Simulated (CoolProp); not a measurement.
Saturation properties of octamethylcyclotetrasiloxane (D4).

Model: reference Helmholtz-energy equation of state, Thol 2015, in CoolProp.

| T (°C) | p (MPa) | liquid density (kg/m³) | enthalpy of vaporisation (kJ/kg) |
|---|---|---|---|
| 173.05 | 0.09458 | 769.1 | 131.9 |
| 179.65 | 0.1118 | 759.9 | 129.3 |
| 186.25 | 0.1313 | 750.4 | 126.6 |
| 192.85 | 0.1534 | 740.7 | 123.9 |
| 199.45 | 0.1782 | 730.8 | 121.1 |
| 206.05 | 0.2060 | 720.6 | 118.1 |
| 212.65 | 0.2370 | 710.1 | 115.1 |
| 219.25 | 0.2715 | 699.3 | 112.0 |
| 225.85 | 0.3097 | 688.1 | 108.8 |

It boils at 175.7 °C under 1 atm.
